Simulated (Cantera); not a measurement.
A closed system holds: 1 mol SiH2Cl2, 4.2 mol HCl, 26 mol N2, held at 1.30 mbar.

Cantera equilibrium calculation (NASA polynomials, part measured and part estimated; ideal gas, pure solids and liquids). Candidate condensed phases: NH4Cl, Si, Si3N4; 28 gas species. N2 is the only nitrogen source here; it is nearly inert below about 1500 K, so the nitride shown seldom forms there in practice. Kinetics and transport are ignored.

Over these rows the condensed part is Si3N4(s). Partial pressures as log10 of bar:

```csv
T (K),1000/T (1/K),log p SiCl2,log p N2,log p HCl,log p H2,log p SiCl4
975,1.0256,-8.44,-2.97,-3.75,-4.40,-4.70
1025,0.9756,?,-2.97,-3.74,-4.42,-4.72
1075,0.9302,-7.05,-2.97,-3.74,-4.43,-4.74
1125,0.8889,-6.46,-2.97,-3.73,-4.45,-4.77
1175,0.8511,-5.92,-2.97,-3.73,-4.46,-4.80
1225,0.8163,-5.44,-2.98,-3.73,-4.46,-4.86
```

Q: Fit log p(SiCl2) = a + b·(1000/T) to the five rows, give the apparent enthalpy, and predict the row at 1025 K.

A: Means: 1000/T = 0.9024, log p = -6.662. Sxy = -0.375842, Sxx = 0.0261782, so b = -14.36 and a = -6.662 − (-14.36)×0.9024 = 6.30.
Apparent enthalpy: −19.145 × (-14.36) = 275 kJ/mol. With the condensed phases at unit activity, 1/6 Si3N4(s) + 1/2 SiCl4(g) = SiCl2(g) + 1/3 N2(g) links this pressure to the main gases: over the six rows their terms move log p by -0.08 in all, so the slope is close to that reaction's ΔH°. The five rows lie within 0.02 of the line.
Prediction at 1025 K: 6.30 + (-14.36)×0.9756 = -7.71. The computed value is -7.71, 0.00 from the line.
